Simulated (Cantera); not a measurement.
What does this Cantera script print?

```python
import numpy as np
import cantera as ct

gas_names = [...]  # 131 gases of nasa_gas.yaml made of C, H, O
cond_names = """
    C(gr) C6H6(L) C7H8(L) C8H18(L),n-octa H2O(s) H2O(L)
""".split()


# ... load() reads the species with a 1 bar reference pressure and builds the phases ...
atoms = {
    'C': {'C': 1},
    'H2O': {'H': 2, 'O': 1},
}
top_T = {'C(gr)': 4500}  # K; cautious upper limits of use, not melting points


# ... equilibrate(T, P, feed) seeds the gas with the atoms and calls Mixture.equilibrate('TP', solver="vcs", rtol=1e-11, max_steps=5000) ...
results = []
feed = {'C': 1, 'H2O': 0.54}  # mol
P = 133.322  # Pa
for T in [2000, 2250, 2500, 2750, 3000, 3250, 3500, 3750, 4000, 4250, 4500, 4750, 5000]:
    mix = equilibrate(T, P, feed)
    results.append((T, P, feed, dict(zip(mix.species_names, mix.species_moles))))
    x = sorted(zip(gas.X, gas.species_names), reverse=True)
    print(f"T = {T:g} K  P = {P:g} Pa  gas = {mix.phase_moles(0):.4g} mol")
    print("   x: " + "  ".join(f"{s} {v:.3e}" for v, s in x if v > 1e-05))
    print("   condensed (mol): " + ("  ".join(f"{mix.phase(i).name} {mix.phase_moles(i):.4g}"
          for i in range(1, mix.n_phases) if mix.phase_moles(i) > 1e-12) or "none"))
```

Output:

```
T = 2000 K  P = 133.322 Pa  gas = 1.097 mol
   x: CO 4.923e-01  H2 4.766e-01  H 3.075e-02  C2H2,acetylene 3.661e-04
   condensed (mol): C(gr) 0.4592
T = 2250 K  P = 133.322 Pa  gas = 1.154 mol
   x: CO 4.678e-01  H2 4.019e-01  H 1.289e-01  C2H2,acetylene 1.345e-03  C2H 1.713e-05
   condensed (mol): C(gr) 0.4568
T = 2500 K  P = 133.322 Pa  gas = 1.302 mol
   x: CO 4.149e-01  H 3.391e-01  H2 2.426e-01  C2H2,acetylene 2.624e-03  C3 3.728e-04  C2H 2.634e-04  C 1.248e-04  C2 3.435e-05  C4H2 1.172e-05
   condensed (mol): C(gr) 0.4507
T = 2750 K  P = 133.322 Pa  gas = 1.516 mol
   x: H 5.398e-01  CO 3.562e-01  H2 8.302e-02  C3 1.265e-02  C 2.832e-03  C2H2,acetylene 2.336e-03  C2H 1.761e-03  C2 1.224e-03  C5 1.014e-04  C4H2 2.734e-05  CH 2.098e-05  C4 1.970e-05
   condensed (mol): C(gr) 0.3809
T = 3000 K  P = 133.322 Pa  gas = 1.773 mol
   x: H 5.706e-01  CO 3.046e-01  C3 6.791e-02  C 2.517e-02  H2 1.741e-02  C2 1.042e-02  C2H 2.674e-03  C5 5.448e-04  C2H2,acetylene 4.747e-04  C4 1.519e-04  CH 5.446e-05
   condensed (mol): none
T = 3250 K  P = 133.322 Pa  gas = 1.881 mol
   x: H 5.649e-01  CO 2.872e-01  C 8.411e-02  C3 4.079e-02  C2 1.765e-02  H2 4.129e-03  C2H 9.958e-04  C5 9.139e-05  C4 6.598e-05  CH 6.063e-05  C2H2,acetylene 3.049e-05
   condensed (mol): none
T = 3500 K  P = 133.322 Pa  gas = 2.009 mol
   x: H 5.353e-01  CO 2.688e-01  C 1.704e-01  C2 1.436e-02  C3 9.802e-03  H2 1.095e-03  C2H 2.116e-04  CH 4.572e-05
   condensed (mol): none
T = 3750 K  P = 133.322 Pa  gas = 2.065 mol
   x: H 5.223e-01  CO 2.615e-01  C 2.095e-01  C2 5.340e-03  C3 8.432e-04  H2 3.620e-04  C2H 2.513e-05  CH 2.442e-05  O 1.410e-05
   condensed (mol): none
T = 4000 K  P = 133.322 Pa  gas = 2.076 mol
   x: H 5.199e-01  CO 2.600e-01  C 2.181e-01  C2 1.693e-03  H2 1.418e-04  O 1.224e-04  C3 6.442e-05  Electron 2.167e-05  C+ 2.157e-05  CH 1.245e-05
   condensed (mol): none
T = 4250 K  P = 133.322 Pa  gas = 2.08 mol
   x: H 5.190e-01  CO 2.587e-01  C 2.207e-01  O 8.460e-04  C2 5.863e-04  H2 6.227e-05  Electron 6.140e-05  C+ 6.106e-05
   condensed (mol): none
T = 4500 K  P = 133.322 Pa  gas = 2.089 mol
   x: H 5.168e-01  CO 2.538e-01  C 2.242e-01  O 4.635e-03  C2 2.306e-04  Electron 1.560e-04  C+ 1.549e-04  H2 2.978e-05
   condensed (mol): none
T = 4750 K  P = 133.322 Pa  gas = 2.122 mol
   x: H 5.090e-01  C 2.356e-01  CO 2.352e-01  O 1.936e-02  Electron 3.671e-04  C+ 3.637e-04  C2 1.074e-04  H2 1.504e-05
   condensed (mol): none
T = 5000 K  P = 133.322 Pa  gas = 2.206 mol
   x: H 4.896e-01  C 2.639e-01  CO 1.885e-01  O 5.628e-02  Electron 8.229e-04  C+ 8.142e-04  C2 6.189e-05
   condensed (mol): none
```

Equilibrium computed with Cantera from the NASA thermochemical tables; the gas is ideal and each condensed phase is pure.
